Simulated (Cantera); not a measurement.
## Stirred combustor or abatement burner

A perfectly stirred reactor is fed with C3H8 : O2 : N2 = 1 : 6.17 : 67.9 (molar parts), equivalence ratio 0.81, at 1.00 bar; it is adiabatic with a 773 K inlet, and is followed from long to short residence time, starting on the burning branch (τ in s: 0.024, 0.0079, 0.0027, 0.0009, 0.0003, 0.0001, 3.4e-05, 1.2e-05, 3.9e-06).

Cantera simulation using GRI-Mech 3.0 (53 species, 325 reactions); the numbers are that mechanism's predictions, not measurements. GRI-Mech 3.0 was tuned for natural gas; its chemistry of propane as a main component is partial and can be far from experiment.

```csv
τ (s),T (K),x C3H8,x O2,x C2H2,x CH4,x H2,x HCN
0.024,1520,3.85e-6,0.0162,2.64e-6,9.70e-7,0.000484,3.88e-8
0.0079,1501,7.46e-6,0.0171,3.78e-6,2.75e-6,0.000862,8.56e-8
0.0027,1468,1.57e-5,0.0187,6.09e-6,8.94e-6,0.00139,1.66e-7
0.00090,1405,4.79e-5,0.0227,1.45e-5,4.56e-5,0.00223,3.15e-7
0.00030,773,0.0133,0.0822,<1e-12,<1e-12,<1e-12,<1e-12
0.00010,773,0.0133,0.0822,<1e-12,<1e-12,<1e-12,<1e-12
3.4e-5,773,0.0133,0.0822,<1e-12,<1e-12,<1e-12,<1e-12
1.2e-5,773,0.0133,0.0822,<1e-12,<1e-12,<1e-12,<1e-12
3.9e-6,773,0.0133,0.0822,<1e-12,<1e-12,<1e-12,<1e-12
```
x: mole fraction; the columns are a selection and need not sum to one.
